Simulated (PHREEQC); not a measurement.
PHREEQC input (ion-association model, wateq4f.dat):

```
SOLUTION_MASTER_SPECIES
  An  An-  0  An  62.0  # stands for a non-complexing anion
SOLUTION_SPECIES
  An- = An-
    -log_k 0
    -gamma 3.0 0
PHASES
  Fix_H+
    H+ = H+
    -log_k 0
SOLUTION 1
  temp 25
  units mmol/kgw
  pH 7 charge
  Se(6) 0.031
  Na 1.062
  An 1
END
SELECTED_OUTPUT 1
  -reset false
  -pH true
  -pe true
  -ionic_strength true
  -water true
  -totals Na Se Se(-2) Se(4) Se(6)
  -molalities Hfo_wOH Hfo_wOH2+ Hfo_wO- Hfo_sOH Hfo_sOH2+ Hfo_sO- Hfo_wSeO4- Hfo_wOHSeO4-2
USER_PUNCH 1
  -headings sigma psi
  10 PUNCH EDL("sigma", "Hfo"), EDL("psi", "Hfo")
PRINT
  -reset false
USE solution 1
SURFACE 1
  Hfo_wOH 0.00269663 600 1.2
  Hfo_sOH 6.74157e-05
EQUILIBRIUM_PHASES 1
  Fix_H+ -3 HAn 10
    -force_equality true
  O2(g) -0.68 10
END
# ... the last block is repeated for the other 12 points of pH, with NaOH or the acid as the point needs
```

Selected output (columns that matter, 13 of 13 rows; pH added in front):

```
pH	mu	Na	Se	m_Hfo_wOH	m_Hfo_wOH2+	m_Hfo_wO-	m_Hfo_sOH	m_Hfo_sOH2+	m_Hfo_sO-	m_Hfo_wSeO4-	m_Hfo_wOHSeO4-2	sigma	psi
3	0.0031131	0.001062	9.6402e-11	0.00067419	0.0019862	5.2426e-06	1.7051e-05	5.0232e-05	1.3259e-07	1.744e-05	1.356e-05	0.26623	0.22602
3.5	0.0021042	0.001062	1.3312e-10	0.0011854	0.0014582	2.2076e-05	2.998e-05	3.6878e-05	5.5833e-07	1.0831e-05	2.0169e-05	0.19047	0.21888
4	0.0016466	0.001062	3.4111e-10	0.0015674	0.0010443	5.3891e-05	3.9641e-05	2.6412e-05	1.363e-06	6.985e-06	2.4015e-05	0.12872	0.20505
4.5	0.001408	0.001062	1.2845e-09	0.001804	0.00076409	9.757e-05	4.5624e-05	1.9324e-05	2.4676e-06	4.8372e-06	2.6161e-05	0.083924	0.18712
5	0.0012696	0.001062	6.3981e-09	0.0019326	0.00058731	0.00014569	4.8878e-05	1.4853e-05	3.6846e-06	3.63e-06	2.7364e-05	0.052861	0.16607
5.5	0.0011853	0.001062	3.974e-08	0.001995	0.00048113	0.00018951	5.0455e-05	1.2168e-05	4.7929e-06	2.9489e-06	2.8011e-05	0.032166	0.14243
6	0.0011341	0.001062	2.8981e-07	0.0020231	0.00041912	0.00022371	5.116e-05	1.0599e-05	5.6572e-06	2.547e-06	2.8163e-05	0.018961	0.11675
6.5	0.001105	0.001062	2.2217e-06	0.002037	0.00038187	0.00024894	5.1475e-05	9.6496e-06	6.2906e-06	2.1769e-06	2.6601e-05	0.010843	0.089745
7	0.0010965	0.001062	1.2183e-05	0.0020517	0.00035247	0.0002736	5.1654e-05	8.8736e-06	6.8882e-06	1.3127e-06	1.7505e-05	0.0059676	0.06241
7.5	0.0010989	0.001062	2.6244e-05	0.0020658	0.00032788	0.00029818	5.1737e-05	8.2114e-06	7.4676e-06	3.0814e-07	4.4474e-06	0.0028462	0.034866
8	0.0010942	0.001062	3.0403e-05	0.0020695	0.00031555	0.00031094	5.175e-05	7.8905e-06	7.7752e-06	3.7236e-08	5.5943e-07	0.00047839	0.0063181
8.5	0.0011027	0.0010783	3.0936e-05	0.0020699	0.00030699	0.00031972	5.1748e-05	7.6749e-06	7.9931e-06	3.8936e-09	6.0139e-08	-0.0017651	-0.022549
9	0.0011206	0.0011067	3.0993e-05	0.0020693	0.0002969	0.0003304	5.1733e-05	7.4226e-06	8.26e-06	4.0265e-10	6.4286e-09	-0.0046027	-0.051276
```

The oxide is taken as insoluble; below pH 4 it would dissolve.
